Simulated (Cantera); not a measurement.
MgO + C + H2 (carbothermic reduction)

Charge: 1 mol MgO, 0.36 mol C, a varied amount of H2, at 0.128 Torr.

These are equilibrium values from Cantera (NASA tables, ideal gas, pure condensed phases), not measurements of a reactor. Candidate condensed phases: C, C6H6, C7H8, C8H18, H2O, Mg, MgCO3, MgO, Mg(OH)2; 116 gas species. Rates play no part.

Stable condensed phases:

```
T in K \ n(H2) in mol
         1.1 1.4 1.8 2.3   3 3.9   5 6.5
   2323    A   A   A   A   A   A   A   A
   2173    A   A   A   A   A   A   A   A
   2023    B   B   B   A   A   A   A   A
   1873    B   B   B   B   B   B   B   B
   1723    B   B   B   B   B   B   B   B
   1573    B   B   B   B   B   B   B   B
   1423    B   B   B   B   B   B   B   B
   1273    C   C   C   C   C   C   C   B
   1123    C   C   C   C   C   C   C   C
    973    C   C   C   C   C   C   C   C
    823    C   C   C   C   C   C   C   C
```

A: gas only; B: MgO; C: C + MgO.
